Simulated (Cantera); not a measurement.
Input (Python, Cantera):

```python
import numpy as np
import cantera as ct

gas = ct.Solution("gri30.yaml")
gas.TPX = 1400, 100000, {'CH4': 1, 'N2': 24}
reactor = ct.IdealGasConstPressureReactor(gas, energy="off", clone=False)
net = ct.ReactorNet([reactor])
net.rtol, net.atol = 1e-08, 1e-18
show = ['CH4', 'C2H6', 'H2', 'CH2', 'C2H4', 'C2H']
times = np.geomspace(5e-06, 200, 9)

steps = ct.SolutionArray(gas, extra=["t"])
rows = []
print(f"{'t/s':>10s}{'T/K':>9s}{'P/Pa':>11s}" + "".join(f"{s:>11s}" for s in show))
for t in times:
    while net.time < t:
        t_next = net.step()
        steps.append(gas.state, t=t_next)
    rows.append([np.interp(t, steps.t, y) for y in (steps.T, steps.P, *steps(*show).X.T)])
    print(f"{t:10.3e}{rows[-1][0]:9.1f}{rows[-1][1]:11.4g}" + "".join(f"{x:11.3e}" for x in rows[-1][2:]))
rate = np.gradient(steps.T, steps.t)
print("integrator steps:", len(steps.t))
if steps.T.max() > steps.T[0] + 200:
    print(f"time of steepest temperature rise: {steps.t[rate.argmax()]:.4e} s")
gas.TPX = 1400, 100000, {'CH4': 1, 'N2': 24}
gas.equilibrate("TP")
print(f"equilibrium (TP): T = {gas.T:.1f} K  " + "  ".join(f"{s} {gas[s].X[0]:.3e}" for s in show))
```

Result:

```
       t/s      T/K       P/Pa        CH4       C2H6         H2        CH2       C2H4        C2H
 5.000e-06   1400.0      1e+05  4.000e-02  3.992e-15  4.171e-09  2.845e-16  1.334e-16  5.525e-32
 4.459e-05   1400.0      1e+05  4.000e-02  4.271e-12  5.319e-08  1.676e-14  3.804e-13  1.809e-26
 3.976e-04   1400.0      1e+05  4.000e-02  3.149e-09  4.920e-07  9.254e-13  3.350e-10  1.525e-21
 3.546e-03   1400.0      1e+05  3.999e-02  1.306e-06  4.713e-06  3.463e-11  1.590e-07  7.530e-17
 3.162e-02   1400.0      1e+05  3.990e-02  3.047e-05  5.916e-05  1.594e-10  1.045e-05  3.089e-14
 2.820e-01   1400.0      1e+05  3.868e-02  1.054e-04  1.374e-03  4.577e-10  3.259e-04  7.111e-12
 2.515e+00   1400.0      1e+05  3.107e-02  3.409e-05  1.258e-02  2.032e-10  2.466e-04  8.466e-11
 2.243e+01   1400.0      1e+05  1.172e-02  3.322e-06  4.035e-02  6.160e-11  4.573e-04  2.437e-10
 2.000e+02   1400.0      1e+05  4.027e-03  7.025e-07  5.122e-02  2.719e-11  7.004e-04  3.479e-10
integrator steps: 1442
equilibrium (TP): T = 1400.0 K  CH4 2.196e-03  C2H6 1.973e-07  H2 5.435e-02  CH2 1.398e-11  C2H4 1.857e-04  C2H 8.443e-11
```

Detailed kinetics in Cantera: GRI-Mech 3.0 (53 species, 325 reactions). GRI-Mech 3.0 stops at C3 and has no aromatics, soot or wall deposition, so with more carbon than oxygen in the feed, carbon stays in small species such as C2H2 where larger ones or solid carbon would form.
